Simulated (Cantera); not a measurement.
Cantera run, input and output.

```python
import numpy as np
import cantera as ct

gas = ct.Solution("gri30.yaml")


def delay(T, t_max=10):
    gas.TPX = T, 1700000, {'CH3OH': 1, 'O2': 1.07, 'N2': 4.03}
    reactor = ct.IdealGasReactor(gas, clone=False)
    net = ct.ReactorNet([reactor])
    net.rtol, net.atol = 1e-8, 1e-16
    while net.time < t_max:
        t_old, T_old = net.time, reactor.T
        net.step()
        if reactor.T > T + 400:  # ignition: a rise of 400 K
            return t_old + (T + 400 - T_old) / (reactor.T - T_old) * (net.time - t_old)
    return np.nan


taus = []
for T in [1100, 1150, 1200, 1250, 1300, 1350, 1400, 1450, 1500]:
    taus.append(delay(T))
    print(f"T0 = {T:6g} K   tau = {taus[-1]:.4e} s")
```

Output:

```
T0 =   1100 K   tau = 5.9533e-03 s
T0 =   1150 K   tau = 2.2578e-03 s
T0 =   1200 K   tau = 9.2887e-04 s
T0 =   1250 K   tau = 4.1107e-04 s
T0 =   1300 K   tau = 1.9437e-04 s
T0 =   1350 K   tau = 9.7653e-05 s
T0 =   1400 K   tau = 5.1885e-05 s
T0 =   1450 K   tau = 2.9031e-05 s
T0 =   1500 K   tau = 1.7036e-05 s
```

Computed with Cantera and GRI-Mech 3.0 (53 species, 325 reactions). GRI-Mech 3.0 was tuned for natural gas; its chemistry of methanol as a main component is partial and can be far from experiment. The pressure lies above the range GRI-Mech 3.0 was tuned for (to about 10 atm).
